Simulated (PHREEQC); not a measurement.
Synthetic water in mg/L, 5 °C, pH 6.62, pe 11.9:

```json
[
 {"constituent": "Na", "mg/L": "7.92"},
 {"constituent": "K", "mg/L": "3.18"},
 {"constituent": "Ca", "mg/L": "54"},
 {"constituent": "Mg", "mg/L": "1.02"},
 {"constituent": "Cl", "mg/L": "34.6"},
 {"constituent": "S(6) as SO4", "mg/L": "16.4"},
 {"constituent": "Alkalinity as HCO3", "mg/L": "107"},
 {"constituent": "Si as SiO2", "mg/L": "0.0598"},
 {"constituent": "Cu(2)", "mg/L": "3.83"}
]
```

Valence states are taken as typed.

Model: ion-association model, wateq4f.dat, run in PHREEQC.

```json
{
  "ionic_strength": "0.00462 mol/kgw",
  "charge_balance_error": "4.1 %"
}
```

```json
[
 {"species": "HCO3-", "molality": "0.00168", "activity": "0.00157", "log γ": "-0.030"},
 {"species": "Ca+2", "molality": "0.00131", "activity": "0.000997", "log γ": "-0.120"},
 {"species": "CO2", "molality": "0.00123", "activity": "0.00123", "log γ": "0.000"},
 {"species": "Cl-", "molality": "0.000976", "activity": "0.000909", "log γ": "-0.031"},
 {"species": "Na+", "molality": "0.000344", "activity": "0.000321", "log γ": "-0.031"},
 {"species": "SO4-2", "molality": "0.000151", "activity": "0.000114", "log γ": "-0.121"},
 {"species": "K+", "molality": "8.13e-5", "activity": "7.57e-5", "log γ": "-0.031"},
 {"species": "Mg+2", "molality": "4.09e-5", "activity": "3.11e-5", "log γ": "-0.119"},
 {"species": "Cu+2", "molality": "2.22e-5", "activity": "1.69e-5", "log γ": "-0.119"},
 {"species": "CaSO4", "molality": "1.86e-5", "activity": "1.86e-5", "log γ": "0.000"},
 {"species": "CuCO3", "molality": "1.65e-5", "activity": "1.65e-5", "log γ": "0.000"},
 {"species": "CuHCO3+", "molality": "1.42e-5", "activity": "1.33e-5", "log γ": "-0.031"},
 {"species": "CaHCO3+", "molality": "1.33e-5", "activity": "1.24e-5", "log γ": "-0.030"},
 {"species": "Cu(OH)2", "molality": "6.13e-6", "activity": "6.13e-6", "log γ": "0.000"},
 {"species": "H4SiO4", "molality": "9.95e-7", "activity": "9.96e-7", "log γ": "0.000"}
]
```

Precipitation was switched off in this run. The solution is supersaturated, for example in Malachite, so a real one may precipitate; this is no full list. Complexes and solids missing from the database can't appear. Constants without temperature data keep their 25 °C values here. The database's constant for dissolved Cu(OH)2 is higher than later reviews accept.
